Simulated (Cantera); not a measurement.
## Transport properties of process gases

Gas mixture: N2O = 0.37 (molar parts), at 9.20 bar, frozen composition.

Cantera's kinetic-theory transport with the Lennard-Jones parameters of GRI-Mech 3.0, ideal gas; thermal conductivity in the mixture-averaged form. The composition is frozen, though it would react at the higher temperatures.

```csv
T (K),ρ (kg/m³),cp (J/kg/K),μ (µPa s),λ (mW/m/K),Pr,D (cm²/s) NO,D (cm²/s) C2H2,D (cm²/s) H
400,12.2,970.3,19.5,25.5,0.741,0.0284,0.0232,0.183
650,7.49,1127,29.1,44.4,0.739,0.0666,0.0559,0.434
900,5.41,1227,37.1,61.5,0.740,0.116,0.0988,0.762
1150,4.23,1285,44.1,77.1,0.736,0.175,0.150,1.16
1400,3.48,1327,50.5,91.4,0.733,0.244,0.210,1.61
1650,2.95,1359,56.4,105,0.732,0.320,0.277,2.12
1900,2.56,1384,61.9,117,0.732,0.405,0.350,2.68
```
D: mixture-averaged diffusion coefficient of that species in the mixture.
